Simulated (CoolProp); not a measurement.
A single-stage vapour-compression cycle with the fluid: evaporating at 268.15 K (dew point), condensing at 328.15 K (bubble point), superheat 10 K, subcooling 5 K, compressor efficiency 0.9, no pressure losses. The same conditions are run with several fluids, on thermodynamics alone (safety and materials aside).

The numbers come from the reference Helmholtz-energy equation of state of each fluid (R123: Younglove 1994; propylene: Lemmon 2013; ammonia: Gao 2020; C3F8 (R218): Lemmon 2006; fluoroethane (R161): Wu 2012; n-perfluorobutane: Gao 2022) in CoolProp.

Task: Rank R123, propylene, ammonia, C3F8 (R218), fluoroethane (R161), n-perfluorobutane by cooling COP, highest first.

Result: R123 (3.32), ammonia (3.13), fluoroethane (R161) (3.07), propylene (2.91), n-perfluorobutane (2.32), C3F8 (R218) (1.99)

```
fluid                pressure ratio  discharge temperature (K)  refrigerating effect (kJ/kg)  volumetric capacity (kJ/m³)
-------------------  --------------  -------------------------  ----------------------------  ---------------------------
R123                           9.56                      342.3                           134                          232
propylene                      4.55                      354.2                           255                         2580
ammonia                        6.51                      437.4                          1040                         2870
C3F8 (R218)                    5.17                      328.1                          36.3                         1160
fluoroethane (R161)            5.26                      365.0                           273                         2270
n-perfluorobutane              7.06                      328.2                          44.0                          423
```

The compression ends wet for: C3F8 (R218); n-perfluorobutane.
